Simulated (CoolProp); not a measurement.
Values from CoolProp's reference Helmholtz-energy equation of state, Setzmann 1991.

Question: For methane, give the phase and the cv (kJ/(kg K)), Prandtl number, fugacity coefficient at -70.45 °C and 8.71 MPa; -18.85 °C and 8.71 MPa.

Answer: 
- -70.45 °C and 8.71 MPa: supercritical; cv 1.91, Prandtl number 2.16, fugacity coefficient 0.509
- -18.85 °C and 8.71 MPa: supercritical; cv 1.79, Prandtl number 1.12, fugacity coefficient 0.767

Viscosity comes from a separate model (Quiñones-Cisneros 2006). Thermal conductivity comes from a separate model (Friend 1989).
